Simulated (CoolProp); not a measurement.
A simple Rankine cycle with R365MFC: condensing at 322.15 K, boiler at 2.48 MPa, turbine inlet 459.1 K, turbine efficiency 0.65, pump efficiency 0.8, no recuperator. Each further row changes one setting.

Model: reference Helmholtz-energy equation of state, Lemmon 2016, in CoolProp.

```
case                             thermal efficiency (%)  net work (kJ/kg)  heat in (kJ/kg)  turbine exit temperature (K)  volume ratio over the turbine
-------------------------------  ----------------------  ----------------  ---------------  ----------------------------  -----------------------------
as stated                                          11.6              35.8              309                    (withheld)                     (withheld)
turbine inlet 479.1 K                              11.5              39.0       (withheld)                         425.6                     (withheld)
condensing temperature 314.15 K                    12.3              39.5              320                    (withheld)                     (withheld)
boiler pressure 1.74 MPa                           10.6              34.2       (withheld)                         414.9                           14.4
turbine efficiency 0.55                             9.7              29.9              309                         406.5                     (withheld)
```

Problem. Some entries are withheld; supply them.

Solution. 
- as stated, turbine exit temperature (K): 401.6
- as stated, volume ratio over the turbine: 23.7
- turbine inlet 479.1 K, heat in (kJ/kg): 341
- turbine inlet 479.1 K, volume ratio over the turbine: 21.7
- condensing temperature 314.15 K, turbine exit temperature (K): 398.0
- condensing temperature 314.15 K, volume ratio over the turbine: 31.2
- boiler pressure 1.74 MPa, heat in (kJ/kg): 323
- turbine efficiency 0.55, volume ratio over the turbine: 24.1
